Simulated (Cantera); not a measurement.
What does this Cantera script print?

```python
import numpy as np
import cantera as ct

surf = ct.Interface("diamond.yaml", "diamond_100")
gas, bulk = surf.adjacent["gas"], surf.adjacent["diamond"]
k = surf.kinetics_species_index(bulk.species_names[0])
cover = ["c6HH", "c6H*", "c6*H", "c6**", "c6HM", "c6B"]

rows, drift = [], 0.0
print(f"{'xCH3':>10s}{'um/h':>11s}" + "".join(f"{s:>11s}" for s in cover))
for v in [1e-06, 2.1e-06, 4.6e-06, 9.8e-06, 2.1e-05, 4.5e-05, 9.6e-05, 0.00021, 0.00044]:
    T, P, xH, xCH3 = 1248, 6400, 0.012, v
    gas.TPX = T, P, {"H": xH, "CH3": xCH3, "CH4": 0.0042, "H2": 1 - xH - xCH3 - 0.0042}
    surf.TP = bulk.TP = T, P
    surf.coverages = "c6H*:0.1, c6HH:0.9"
    surf.advance_coverages(100.0)
    before = surf.coverages
    surf.advance_coverages(100.0)
    drift = max(drift, np.max(np.abs(surf.coverages - before) / (surf.coverages + 1e-9)))
    rate = surf.net_production_rates[k] * bulk.mean_molecular_weight / bulk.density * 3.6e9
    rows.append([rate, *surf[cover].coverages])
    print(f"{v:10.4g}{rate:11.4e}" + "".join(f"{x:11.3e}" for x in rows[-1][1:]))
```

It prints:

```
      xCH3       um/h       c6HH       c6H*       c6*H       c6**       c6HM        c6B
     1e-06 3.0684e-02  4.090e-01  4.376e-02  5.098e-01  3.744e-02  6.101e-06  8.326e-11
   2.1e-06 6.4436e-02  4.090e-01  4.376e-02  5.098e-01  3.744e-02  1.281e-05  1.749e-10
   4.6e-06 1.4114e-01  4.090e-01  4.376e-02  5.098e-01  3.744e-02  2.806e-05  3.830e-10
   9.8e-06 3.0065e-01  4.089e-01  4.376e-02  5.098e-01  3.743e-02  5.978e-05  8.158e-10
   2.1e-05 6.4408e-01  4.089e-01  4.375e-02  5.097e-01  3.742e-02  1.281e-04  1.748e-09
   4.5e-05 1.3794e+00  4.088e-01  4.374e-02  5.096e-01  3.739e-02  2.743e-04  3.743e-09
   9.6e-05 2.9394e+00  4.086e-01  4.372e-02  5.092e-01  3.733e-02  5.846e-04  7.976e-09
   0.00021 6.4136e+00  4.081e-01  4.366e-02  5.086e-01  3.720e-02  1.276e-03  1.740e-08
   0.00044 1.3369e+01  4.072e-01  4.354e-02  5.072e-01  3.693e-02  2.661e-03  3.628e-08
```

Cantera simulation using the Harris–Goodwin 1993 mechanism for the reconstructed diamond (100) surface; the numbers are that mechanism's predictions, not measurements.
